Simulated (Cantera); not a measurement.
Charge: 1 mol Pb, 0.075 mol CO, 3 mol H₂, 0.0019 mol CH₄, held at 7300 Pa.

Equilibrium computed with Cantera from the NASA thermochemical tables; the gas is ideal and each condensed phase is pure. Candidate condensed phases: C, C₆H₆, C₇H₈, C₈H₁₈, H₂O, Pb, PbO, PbO₂, Pb₃O₄; 113 gas species. Rates play no part.

**Question.** Which condensed phases are stable at each of these points (T (K)): 700, 800, 900, 1000, 1100, 1200, 1300, 1400, 1500?

**Answer.** 
| T (K) | condensed phases | Pb condensed (%) |
|---|---|---|
| 700 | Pb(l) | 100.0 |
| 800 | Pb(l) | 100.0 |
| 900 | Pb(l) | 100.0 |
| 1000 | Pb(l) | 99.9 |
| 1100 | Pb(l) | 99.5 |
| 1200 | Pb(l) | 97.3 |
| 1300 | C(graphite) + Pb(l) | 88.5 |
| 1400 | C(graphite) + Pb(l) | 58.3 |
| 1500 | C(graphite) | 0.0 |

From 700 K to 1200 K the condensed part is Pb(l). From 1300 K to 1400 K the condensed part is C(graphite) + Pb(l). At 1500 K the condensed part is C(graphite).
